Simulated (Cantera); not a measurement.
A perfectly stirred reactor is fed with H₂ : O₂ = 0.098 : 1 (molar parts), at 14.3 Torr; it is held at 1325 K, and followed from long to short residence time.

Computed with Cantera and GRI-Mech 3.0 (53 species, 325 reactions). Radical loss at walls, strong at low pressure, is not modelled. The temperature is held fixed by assumption; the heat of reaction is taken as removed at once.

x: mole fraction; the columns are a selection and need not sum to one.

```tsv
τ (s)	x H₂	x O₂	x H₂O₂	x O	x H	x HO₂	x OH
21	…	0.906	3.15e-8	0.000399	1.11e-5	4.66e-7	0.000754
8.7	…	0.905	4.33e-8	0.000720	2.70e-5	7.33e-7	0.00101
3.6	…	0.905	5.83e-8	0.00130	6.53e-5	1.12e-6	0.00136
1.5	…	0.903	7.64e-8	0.00231	0.000155	1.63e-6	0.00181
0.64	…	0.901	9.69e-8	0.00402	0.000357	2.25e-6	0.00239
0.27	…	0.898	1.20e-7	0.00693	0.000811	2.97e-6	0.00314
0.11	…	0.893	1.43e-7	0.0119	0.00183	3.76e-6	0.00411
0.048	…	0.885	1.62e-7	0.0187	0.00365	4.42e-6	0.00515
0.020	…	0.874	1.76e-7	0.0279	0.00676	4.94e-6	0.00630
0.0084	…	0.863	1.87e-7	0.0369	0.0107	5.26e-6	0.00738
```

Task: Some entries are withheld; supply them.

Result: 
- 21, x H₂: 2.97e-5
- 8.7, x H₂: 5.27e-5
- 3.6, x H₂: 9.31e-5
- 1.5, x H₂: 0.000163
- 0.64, x H₂: 0.000278
- 0.27, x H₂: 0.000471
- 0.11, x H₂: 0.000799
- 0.048, x H₂: 0.00126
- 0.020, x H₂: 0.00197
- 0.0084, x H₂: 0.00295
